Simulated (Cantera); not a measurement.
A closed system holds: 1 mol SiCl4, 0.26 mol N2O, 3.2 mol H2, at 1923 K and 31.5 Torr.

Equilibrium computed with Cantera from the NASA thermochemical tables; the gas is ideal and each condensed phase is pure. Candidate condensed phases: H2O, NH4Cl, Si, SiO2, Si2N2O, Si3N4; 47 gas species. The tables' values for SiCl3, SiCl are old estimates; treat these amounts as uncertain. Equilibrium is a limit: real reactors are often held back by kinetics, nucleation or transport.

Base state: HCl 0.432, H2 0.342, SiCl2 0.123, N2 0.0455, SiO 0.0455, SiCl3 0.00568, H 0.00269, Cl 0.00255 (mole fractions); condensed: gas only.

### Question
What changes in the equilibrium state with this change: SiCl4 replaced by SiH2Cl2?

### Answer
```csv
species,before,after
H2,0.342,0.654
HCl,0.432,0.154
SiCl2,0.123,0.0951
N2,0.0455,0.0453
SiO,0.0455,0.0453
SiH2,1.98e-6,4.40e-5
SiCl4,0.000340,1.74e-5
SiH,3.40e-6,5.48e-5
"Si(l), mol",0,0.181
```
Gases not in the tables: Si2H6 and higher silanes.
